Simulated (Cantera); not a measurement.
Cantera run:

```python
import numpy as np
import cantera as ct

gas_names = """
    H HO2 H2 H2O H2O2 H2S H2SO4 O OH O2 O3 S SH SO SO2 SO3 S2 S2O S8
""".split()
cond_names = """
    H2O(s) H2O(L) H2SO4(L) S(cr1) S(cr2) S(L)
""".split()


# ... load() reads the species with a 1 bar reference pressure and builds the phases ...
atoms = {
    'SO2': {'S': 1, 'O': 2},
    'O2': {'O': 2},
    'H2': {'H': 2},
}
top_T = {}  # K; cautious upper limits of use, not melting points


# ... equilibrate(T, P, feed) seeds the gas with the atoms and calls Mixture.equilibrate('TP', solver="vcs", rtol=1e-11, max_steps=5000) ...
results = []
feed = {'SO2': 1, 'O2': 0.72, 'H2': 1.4}  # mol
P = 280  # Pa
for T in [2373, 2423, 2473, 2523, 2573, 2623, 2673, 2723, 2773, 2823, 2873]:
    mix = equilibrate(T, P, feed)
    results.append((T, P, feed, dict(zip(mix.species_names, mix.species_moles))))

top = {s: max(r[3][s] / sum(r[3][g] for g in gas_names) for r in results) for s in gas_names}
cols = sorted((s for s in top if top[s] > 1e-06), key=lambda s: -top[s])[:9]
seen = [c for c in cond_names if any(r[3].get(c, 0) > 1e-12 for r in results)]
print("log10 of partial pressures in bar; condensed amounts in mol")
print(f"{'T/K':>10s}" + "".join(f"{s[:9]:>10s}" for s in cols + seen))
for T, P, feed, n in results:
    ng = sum(n[g] for g in gas_names)
    print(f"{T:10.4g}" + "".join(f"{np.log10(max(n[s] / ng * P / 1e5, 1e-99)):10.3f}" for s in cols)
          + "".join(f"{n.get(c, 0):10.4g}" for c in seen))
```

Result:

```
log10 of partial pressures in bar; condensed amounts in mol
       T/K         H       H2O         O       SO2        SO        H2        O2        OH         S
      2373    -3.681    -3.019    -3.998    -3.092    -3.809    -3.653    -3.747    -3.798    -5.100
      2423    -3.561    -3.078    -3.860    -3.134    -3.737    -3.619    -3.703    -3.743    -4.923
      2473    -3.451    -3.149    -3.731    -3.185    -3.674    -3.599    -3.668    -3.699    -4.756
      2523    -3.352    -3.236    -3.612    -3.246    -3.621    -3.592    -3.644    -3.668    -4.600
      2573    -3.265    -3.341    -3.503    -3.320    -3.580    -3.601    -3.631    -3.652    -4.453
      2623    -3.190    -3.465    -3.404    -3.407    -3.550    -3.628    -3.632    -3.652    -4.315
      2673    -3.127    -3.611    -3.315    -3.509    -3.533    -3.673    -3.646    -3.668    -4.187
      2723    -3.076    -3.779    -3.237    -3.627    -3.529    -3.737    -3.673    -3.700    -4.069
      2773    -3.038    -3.968    -3.169    -3.761    -3.538    -3.818    -3.715    -3.750    -3.961
      2823    -3.010    -4.177    -3.111    -3.912    -3.561    -3.916    -3.770    -3.814    -3.864
      2873    -2.991    -4.402    -3.062    -4.080    -3.598    -4.026    -3.838    -3.891    -3.778
```

Method: chemical equilibrium by Gibbs-energy minimisation in Cantera with the NASA 1993 tables (ideal gas, pure condensed phases).
